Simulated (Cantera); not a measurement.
An isothermal, constant-pressure homogeneous reactor starts with C2H4 : H2 = 1 : 36 (molar parts), at 1648 K and 100000 Pa. Integrator tolerance rtol = 1e-08.

Computed with Cantera and GRI-Mech 3.0 (53 species, 325 reactions). GRI-Mech 3.0 was tuned for natural gas; its chemistry of ethylene as a main component is partial and can be far from experiment. GRI-Mech 3.0 stops at C3 and has no aromatics, soot or wall deposition, so with more carbon than oxygen in the feed, carbon stays in small species such as C2H2 where larger ones or solid carbon would form.

Task: What does this change do: pressure from 100000 Pa to 230 Pa?

Result: 
| quantity | before | after |
|---|---|---|
| x(C2H4) at 3.00 s | 0.00103 (gas-phase equilibrium 0.00103) | 7.07e-6 (gas-phase equilibrium 4.30e-6) |
| x(H2) at 3.00 s | 0.962 (gas-phase equilibrium 0.962) | 0.973 (gas-phase equilibrium 0.972) |
| x(C2H2) at 3.00 s | 0.0146 (gas-phase equilibrium 0.0146) | 0.0263 (gas-phase equilibrium 0.0263) |
| x(CH4) at 3.00 s | 0.0226 (gas-phase equilibrium 0.0226) | 1.43e-6 (gas-phase equilibrium 7.09e-5) |
| x(H) at 3.00 s | 8.79e-5 (gas-phase equilibrium 8.79e-5) | 0.000248 (gas-phase equilibrium 0.00184) |
| x(CH2) at 3.00 s | 3.76e-9 (gas-phase equilibrium 3.76e-9) | 2.97e-12 (gas-phase equilibrium 5.08e-9) |
| x(C2H) at 3.00 s | 5.76e-9 (gas-phase equilibrium 5.76e-9) | 2.89e-8 (gas-phase equilibrium 2.15e-7) |
Radical loss at walls, strong at low pressure, is not modelled.

Task: What does this change do: temperature 1648 to 1425 K?

Result: 
```tsv
quantity	before	after
x(C2H4) at 3.00 s	0.00103 (gas-phase equilibrium 0.00103)	0.000877 (gas-phase equilibrium 0.000491)
x(H2) at 3.00 s	0.962 (gas-phase equilibrium 0.962)	0.947 (gas-phase equilibrium 0.946)
x(C2H2) at 3.00 s	0.0146 (gas-phase equilibrium 0.0146)	0.00154 (gas-phase equilibrium 0.000835)
x(CH4) at 3.00 s	0.0226 (gas-phase equilibrium 0.0226)	0.0505 (gas-phase equilibrium 0.0528)
x(H) at 3.00 s	8.79e-5 (gas-phase equilibrium 8.79e-5)	7.16e-6 (gas-phase equilibrium 6.68e-6)
x(CH2) at 3.00 s	3.76e-9 (gas-phase equilibrium 3.76e-9)	4.35e-11 (gas-phase equilibrium 3.95e-11)
x(C2H) at 3.00 s	5.76e-9 (gas-phase equilibrium 5.76e-9)	1.35e-11 (gas-phase equilibrium 6.80e-12)
```
